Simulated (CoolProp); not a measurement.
Vapour-liquid equilibrium of propane (1) + R245fa (2) at 1.23 MPa; x and y are mole fractions of (1).

Values from CoolProp's multi-fluid Helmholtz-energy mixture model, Lemmon 2009 and Akasaka 2015; pair parameters Bell 2016.

| x | bubble temperature (°C) | y at the bubble point | dew temperature at overall composition x (°C) | liquid density (mol/L) |
|---|---|---|---|---|
| 0.05 | 86.8 | 0.229 | 96.2 | 8.521 |
| 0.15 | 67.4 | 0.535 | 91.1 | 9.028 |
| 0.25 | 55.5 | 0.679 | 85.6 | 9.340 |
| 0.35 | 48.9 | 0.747 | 79.8 | 9.525 |
| 0.45 | 45.2 | 0.785 | 73.4 | 9.650 |
| 0.55 | 42.7 | 0.812 | 66.3 | 9.764 |
| 0.65 | 40.7 | 0.837 | 58.1 | 9.897 |
| 0.75 | 38.9 | 0.865 | 48.6 | 10.07 |
| 0.85 | 37.2 | 0.904 | 39.8 | 10.31 |
| 0.95 | 35.9 | 0.961 | 36.0 | 10.61 |

No azeotrope shows between x = 0.05 and 0.95.

Pair parameters are fitted to limited data, so mixtures are less certain than the pure fluids. With so large a gap from Raoult's law the liquid may split in two, which this calculation doesn't test in full.
